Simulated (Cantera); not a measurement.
Cantera run:

```python
import numpy as np
import cantera as ct

gas_names = [...]  # 114 gases of nasa_gas.yaml made of C, Fe, H, O
cond_names = """
    C(gr) C6H6(L) C7H8(L) C8H18(L),n-octa Fe(a) Fe(c) Fe(d) Fe(L) FeC5O5(L) FeO(s) FeO(L) Fe(OH)2(s)
    Fe(OH)3(s) Fe2O3(s) Fe3O4(s) H2O(s) H2O(L)
""".split()


# ... load() reads the species with a 1 bar reference pressure and builds the phases ...
atoms = {
    'Fe3O4': {'Fe': 3, 'O': 4},
    'C': {'C': 1},
    'H2': {'H': 2},
}
top_T = {'C(gr)': 4500, 'Fe2O3(s)': 1830, 'Fe3O4(s)': 1870}  # K; cautious upper limits of use, not melting points


# ... equilibrate(T, P, feed) seeds the gas with the atoms and calls Mixture.equilibrate('TP', solver="vcs", rtol=1e-11, max_steps=5000) ...
results = []
feed = {'Fe3O4': 1, 'C': 4.9, 'H2': 19}  # mol
T = 973.15  # K
P = 90  # Pa
mix = equilibrate(T, P, feed)
results.append((T, P, feed, dict(zip(mix.species_names, mix.species_moles))))
x = sorted(zip(gas.X, gas.species_names), reverse=True)
print(f"T = {T:g} K  P = {P:g} Pa  gas = {mix.phase_moles(0):.4g} mol")
print("   x: " + "  ".join(f"{s} {v:.3e}" for v, s in x if v > 0.001))
print("   condensed (mol): " + ("  ".join(f"{mix.phase(i).name} {mix.phase_moles(i):.4g}"
      for i in range(1, mix.n_phases) if mix.phase_moles(i) > 1e-12) or "none"))
```

It prints:

```
T = 973.15 K  P = 90 Pa  gas = 23 mol
   x: H2 8.260e-01  CO 1.738e-01
   condensed (mol): C(gr) 0.9007  Fe(a) 3
```

Equilibrium computed with Cantera from the NASA thermochemical tables; the gas is ideal and each condensed phase is pure. Condensed phases not in the tables: cementite and carbon dissolved in iron.
